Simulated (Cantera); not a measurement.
Charge: 1 mol CO2, 5 mol H2, 0.21 mol O2, 0.11 mol H2O, equilibrated at 2698 K and 1 atm.

These are equilibrium values from Cantera (NASA tables, ideal gas, pure condensed phases), not measurements of a reactor. Candidate condensed phases: C, C6H6, C7H8, C8H18, H2O; 110 gas species. Kinetics and transport are ignored.

Base state: H2 0.563, H2O 0.231, CO 0.151, H 0.0420, CO2 0.00919, OH 0.00440, O 0.000210, O2 3.47e-5 (mole fractions); condensed: gas only.

Question: What changes in the equilibrium state with this change: O2 from 0.21 to 1.8 mol?

Answer: 
```tsv
species	before	after
H2O	0.231	0.648
H2	0.563	0.141
CO	0.151	0.0943
CO2	0.00919	0.0645
OH	0.00440	0.0247
H	0.0420	0.0210
O2	3.47e-5	0.00436
O	0.000210	0.00235
```
